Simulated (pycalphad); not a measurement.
Source of the numbers: pycalphad with the COST 507 light-alloy database (1999); pressure 1 atm. These are 1990s assessments: newer ones move some temperatures and phases. Amounts are mole fractions of atoms. Kinetics are ignored, which matters at the lower temperatures.

### Question
Give the equilibrium state of Ti-24.78Hf-0.68B (at.%) at 377 °C.

### Answer
HCP_A3, fraction 0.987, with 25.1 Hf, 0.01 B at.%; BM, fraction 0.013, with 0.50 Hf, 50.0 B at.%.

### Question
Give the equilibrium state of Ti-24.78Hf-0.68B (at.%) at 977 °C.

### Answer
```
T = 1250.00 K, P = 101325 Pa, N = 1 mol of atoms
G = -73132 J/mol, H = 33518 J/mol, S = 85.32 J/(mol K)  (SER reference)
chemical potentials (J/mol): Ti -65845, Hf -92075, B -181602
phase             fraction      x(Ti)      x(Hf)       x(B)
BCC_A2              0.9879     0.7488     0.2505   0.000752
BM                  0.0121     0.4718     0.0282     0.5000
```

Database names, with the compositions (at.%) that they take in these runs: BM: Ti 46-50 B 50 Hf 0-4. BCC_A2 is bcc; HCP_A3 is hcp.
